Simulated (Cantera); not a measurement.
## Ignition delay

Mixture: 21.7 % H2, 11.2 % O2, 67.1 % N2, equivalence ratio 0.97, at 1.20 bar, adiabatic and at constant pressure. Ignition delay is the time to a rise of 400 K.

Computed with Cantera and the H2/O2 subset of GRI-Mech 3.0, which has no nitrogen chemistry. Where the delays flatten at high temperature, the 400 K rule measures the pace of heat release, not the induction time.

| T0 (K) | delay (ms) |
|---|---|
| 1150 | 0.0741 |
| 1200 | 0.0555 |
| 1250 | 0.0440 |
| 1300 | 0.0363 |
| 1350 | 0.0312 |
| 1400 | 0.0276 |
| 1450 | 0.0252 |
